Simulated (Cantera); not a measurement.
Input: 1 mol Si, 0.7 mol O₂, 31 mol N₂, at 1123.15 K and 56.0 Pa.

Equilibrium computed with Cantera from the NASA thermochemical tables; the gas is ideal and each condensed phase is pure. Candidate condensed phases: Si, SiO₂, Si₂N₂O, Si₃N₄; 16 gas species. N₂ is the only nitrogen source here; it is nearly inert below about 1500 K, so the nitride shown seldom forms there in practice. Mutual solubility and eutectic melting of coexisting phases are not modelled. Rates play no part.

### Question
What is the equilibrium state?

### Answer
```json
{
 "x(N₂)": "1.00",
 "n(SiO₂(β-quartz))": "0.600 mol",
 "n(Si₂N₂O(s))": "0.200 mol",
 "gas_amount": "30.80 mol",
 "log10 activity of Si(s) (absent)": "-6.34"
}
```
